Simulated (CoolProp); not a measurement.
Vapour-liquid equilibrium of ethanol (1) + n-decane (2) at 105.95 °C; x and y are mole fractions of (1).

The numbers come from the multi-fluid Helmholtz-energy mixture model, Schroeder 2014 and Lemmon 2006; pair parameters Bell 2016 in CoolProp.

```csv
x,"bubble pressure, mixture model (MPa)","bubble pressure, Raoult's law (MPa)","y, mixture model","y, Raoult's law"
0.05,0.08697,0.02516,0.861,0.544
0.125,0.1560,0.04480,0.923,0.764
0.2,0.1926,0.06444,0.939,0.850
0.275,0.2109,0.08408,0.945,0.896
0.35,0.2194,0.1037,0.948,0.924
0.425,0.2231,0.1234,0.949,0.944
0.5,0.2250,0.1430,0.950,0.958
0.575,0.2269,0.1626,0.950,0.968
0.65,0.2299,0.1823,0.952,0.977
0.725,0.2348,0.2019,0.955,0.984
0.8,0.2420,0.2215,0.961,0.989
0.875,0.2518,0.2412,0.971,0.994
0.95,0.2643,0.2608,0.986,0.998
```

The largest gap from Raoult's law is +248.2 % in bubble pressure, at x = 0.125. No azeotrope shows between x = 0.05 and 0.95.

Pair parameters are fitted to limited data, so mixtures are less certain than the pure fluids. With so large a gap from Raoult's law the liquid may split in two, which this calculation doesn't test in full.
